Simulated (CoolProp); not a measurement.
R124 at 298.15 K and 3.33 MPa is throttled through a valve to 1.62 MPa with no heat exchange. Each further row changes one setting.

The numbers come from the reference Helmholtz-energy equation of state, de Vries 1995 in CoolProp.

| case | temperature change (K) | final density (kg/m³) |
|---|---|---|
| as stated | (withheld) | 1360 |
| outlet pressure 0.486 MPa | (withheld) | 1350 |
| outlet pressure 2.11 MPa | (withheld) | 1360 |

### Question
What belongs in the gaps?

### Answer

- as stated, temperature change (K): +0.3
- outlet pressure 0.486 MPa, temperature change (K): +0.5
- outlet pressure 2.11 MPa, temperature change (K): +0.2
